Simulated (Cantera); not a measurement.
Dilute partial oxidation

An isothermal, constant-pressure homogeneous reactor starts with CH₃OH : O₂ : N₂ = 0.0063 : 0.0028 : 1 (molar parts), at 1100 K and 760 Torr.

Detailed kinetics in Cantera: GRI-Mech 3.0 (53 species, 325 reactions). GRI-Mech 3.0 was tuned for natural gas; its chemistry of methanol as a main component is partial and can be far from experiment.

| t (s) | x CH₃OH | x O₂ | x C₂H | x HO₂ | x C₂H₂ |
|---|---|---|---|---|---|
| 4.00e-6 | 0.00624 | 0.00277 | <1e-12 | 3.27e-12 | <1e-12 |
| 1.32e-5 | 0.00624 | 0.00277 | <1e-12 | 6.71e-11 | <1e-12 |
| 4.35e-5 | 0.00624 | 0.00277 | <1e-12 | 5.16e-10 | <1e-12 |
| 0.000143 | 0.00624 | 0.00277 | <1e-12 | 2.14e-9 | <1e-12 |
| 0.000473 | 0.00624 | 0.00277 | <1e-12 | 7.82e-9 | <1e-12 |
| 0.00156 | 0.00624 | 0.00277 | <1e-12 | 2.88e-8 | <1e-12 |
| 0.00514 | 0.00624 | 0.00277 | <1e-12 | 1.04e-7 | <1e-12 |
| 0.0169 | 0.00624 | 0.00277 | <1e-12 | 3.53e-7 | <1e-12 |
| 0.0558 | 0.00624 | 0.00277 | <1e-12 | 1.20e-6 | <1e-12 |
| 0.184 | 0.00194 | 0.00110 | <1e-12 | 4.02e-5 | 1.90e-12 |
| 0.607 | 2.59e-11 | 8.79e-10 | <1e-12 | <1e-12 | 5.23e-10 |
| 2.00 | 4.43e-12 | 1.44e-10 | <1e-12 | <1e-12 | 8.72e-10 |
x: mole fraction; the columns are a selection and need not sum to one.

Equilibrium at this temperature and pressure: CH₃OH <1e-12, O₂ <1e-12, C₂H <1e-12, HO₂ <1e-12, C₂H₂ <1e-12 (gas phase only).
